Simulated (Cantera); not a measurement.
A freely propagating, adiabatic, planar premixed flame of H₂ : O₂ : N₂ = 1 : 0.704 : 2.65 (molar parts), unburnt at 675 K and 3750 Torr; mixture-averaged transport, grid criteria slope 0.08 and curve 0.16, no radiation.

Cantera simulation using the H2/O2 subset of GRI-Mech 3.0, which has no nitrogen chemistry; the numbers are that mechanism's predictions, not measurements. The hydrogen kinetics of GRI-Mech 3.0 are dated; newer H2 mechanisms differ, most at raised pressure. Burning velocities carry a grid error of a few per cent, more on coarse grids.

Task: Predict: laminar burning velocity; thermal thickness; peak x(O); peak x(HO₂); peak x(H); peak x(OH).

Result: 
```json
{
 "laminar_burning_velocity": "561 cm/s",
 "thermal_thickness": "0.0596 mm",
 "peak x(O)": "0.00905",
 "peak x(HO₂)": "0.000806",
 "peak x(H)": "0.0158",
 "peak x(OH)": "0.0151"
}
```
